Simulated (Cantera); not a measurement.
An isothermal, constant-pressure homogeneous reactor starts with C2H6 : H2 = 1 : 3.9 (molar parts), at 1323 K and 48.0 Torr. Integrator tolerance rtol = 1e-08.

Computed with Cantera and GRI-Mech 3.0 (53 species, 325 reactions). GRI-Mech 3.0 stops at C3 and has no aromatics, soot or wall deposition, so with more carbon than oxygen in the feed, carbon stays in small species such as C2H2 where larger ones or solid carbon would form.

Question: What does this change do: temperature 1323 to 1425 K?

Answer: 
```json
[
 {"quantity": "x(C2H6) at 100 s", "before": "2.12e-5 (gas-phase equilibrium 2.11e-5)", "after": "4.13e-6 (gas-phase equilibrium 3.58e-6)"},
 {"quantity": "x(H2) at 100 s", "before": "0.794 (gas-phase equilibrium 0.787)", "after": "0.827 (gas-phase equilibrium 0.832)"},
 {"quantity": "x(C2H4) at 100 s", "before": "0.0109 (gas-phase equilibrium 0.0105)", "after": "0.00416 (gas-phase equilibrium 0.00426)"},
 {"quantity": "x(C2H) at 100 s", "before": "4.26e-10 (gas-phase equilibrium 3.81e-10)", "after": "4.14e-9 (gas-phase equilibrium 4.43e-9)"},
 {"quantity": "x(C2H2) at 100 s", "before": "0.103 (gas-phase equilibrium 0.0991)", "after": "0.126 (gas-phase equilibrium 0.129)"},
 {"quantity": "x(CH4) at 100 s", "before": "0.0922 (gas-phase equilibrium 0.104)", "after": "0.0427 (gas-phase equilibrium 0.0346)"}
]
```

Question: What does this change do: temperature 1323 to 1250 K?

Answer: 
```csv
quantity,before,after
x(C2H6) at 100 s,2.12e-5 (gas-phase equilibrium 2.11e-5),9.67e-5 (gas-phase equilibrium 6.06e-5)
x(H2) at 100 s,0.794 (gas-phase equilibrium 0.787),0.785 (gas-phase equilibrium 0.720)
x(C2H4) at 100 s,0.0109 (gas-phase equilibrium 0.0105),0.0245 (gas-phase equilibrium 0.0154)
x(C2H) at 100 s,4.26e-10 (gas-phase equilibrium 3.81e-10),1.17e-10 (gas-phase equilibrium 3.87e-11)
x(C2H2) at 100 s,0.103 (gas-phase equilibrium 0.0991),0.0872 (gas-phase equilibrium 0.0588)
x(CH4) at 100 s,0.0922 (gas-phase equilibrium 0.104),0.103 (gas-phase equilibrium 0.205)
```
